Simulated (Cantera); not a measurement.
A Cantera script and what it prints.

```python
import numpy as np
import cantera as ct

gas_names = """
    H HO2 H2 H2O H2O2 H2S H2SO4 O OH O2 O3 S SH SO SO2 SO3 S2 S2O S8
""".split()
cond_names = """
    H2O(s) H2O(L) H2SO4(L) S(cr1) S(cr2) S(L)
""".split()


# ... load() reads the species with a 1 bar reference pressure and builds the phases ...
atoms = {
    'H2S': {'H': 2, 'S': 1},
    'O2': {'O': 2},
}
top_T = {}  # K; cautious upper limits of use, not melting points


# ... equilibrate(T, P, feed) seeds the gas with the atoms and calls Mixture.equilibrate('TP', solver="vcs", rtol=1e-11, max_steps=5000) ...
results = []
feed = {'H2S': 1, 'O2': 0.036}  # mol
T = 3150  # K
P = 350000  # Pa
mix = equilibrate(T, P, feed)
results.append((T, P, feed, dict(zip(mix.species_names, mix.species_moles))))
print(gas.report(threshold=0.0001))
for i in range(1, mix.n_phases):
    print(f"{mix.phase(i).name:16s} {mix.phase_moles(i):12.5e} mol")
```

Result:

```
       temperature   3150 K
          pressure   3.5e+05 Pa
           density   0.28786 kg/m^3
  mean mol. weight   21.541 kg/kmol
   phase of matter   gas

                          1 kg             1 kmol
                     ---------------   ---------------
          enthalpy        7.9108e+06         1.704e+08  J
   internal energy         6.695e+06        1.4421e+08  J
           entropy             11175        2.4071e+05  J/K
    Gibbs function       -2.7289e+07       -5.8782e+08  J
 heat capacity c_p              1700             36618  J/K
 heat capacity c_v              1314             28304  J/K

                      mass frac. Y      mole frac. X     chem. pot. / RT
                     ---------------   ---------------   ---------------
                 H         0.0041513          0.088712           -10.274
                H2          0.042968           0.45911           -20.548
               H2O          0.020815          0.024888           -41.326
               H2S          0.047573          0.030073           -35.209
                 O        0.00015416        0.00020756           -20.778
                OH         0.0014076         0.0017829           -31.052
                 S           0.13178          0.088539           -14.661
                SH            0.1601           0.10429           -24.935
                SO          0.034938           0.01566           -35.439
               SO2          0.001647        0.00055385           -56.217
                S2           0.55308            0.1858           -29.323
               S2O          0.001379        0.00037075           -50.101
     [   +7 minor]        6.5827e-06        4.4285e-06

S(L)              0.00000e+00 mol
```

These are equilibrium values from Cantera (NASA tables, ideal gas, pure condensed phases), not measurements of a reactor.
